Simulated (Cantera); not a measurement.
Feed: 1 mol Al2O3, 0.11 mol I2, 0.15 mol O2, held at 1373 K and 1 atm.

These are equilibrium values from Cantera (NASA tables, ideal gas, pure condensed phases), not measurements of a reactor. Candidate condensed phases: Al, AlI3, Al2O3, I2; 14 gas species. Equilibrium is a limit: real reactors are often held back by kinetics, nucleation or transport.

Base state: O2 0.488, I 0.310, I2 0.203 (mole fractions); condensed: Al2O3(s).

Task: What changes in the equilibrium state with this change: temperature from 1373 K to 898 K?

Result: 
```
species        before   after
-------------  ------  ------
O2              0.488   0.573
I2              0.203   0.414
I               0.310  0.0124
Al2O3(s), mol    1.00    1.00
```
